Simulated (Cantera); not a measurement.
## Thermodynamics of carbon deposition, reforming and gasification, feed C + NH3

Charge: 1 mol C, 0.13 mol NH3, equilibrated at 0.00133 bar.

Method: chemical equilibrium by Gibbs-energy minimisation in Cantera with the NASA 1993 tables (ideal gas, pure condensed phases). Candidate condensed phases: C, C6H6, C7H8, C8H18; 92 gas species. The numbers say what is thermodynamically allowed, not how fast it happens.

From 1448 K to 2048 K the condensed part is C(graphite). The main C-bearing gas is HCN throughout.

```csv
T (K),x H2,x N2,x H,x HCN,x C2H2 (acetylene),x HNC,n C(graphite)
1448,0.750,0.250,0.000219,0.000313,3.56e-6,4.43e-6,1.000
1548,0.749,0.250,0.000730,0.000634,1.18e-5,1.25e-5,1.000
1648,0.748,0.249,0.00211,0.00118,3.34e-5,3.08e-5,1.000
1748,0.744,0.248,0.00540,0.00203,8.40e-5,6.84e-5,0.999
1848,0.737,0.247,0.0125,0.00329,0.000190,0.000139,0.999
1948,0.724,0.244,0.0263,0.00502,0.000390,0.000259,0.998
2048,0.700,0.240,0.0513,0.00727,0.000734,0.000450,0.998
```
x: gas mole fraction; n: condensed amount in mol.
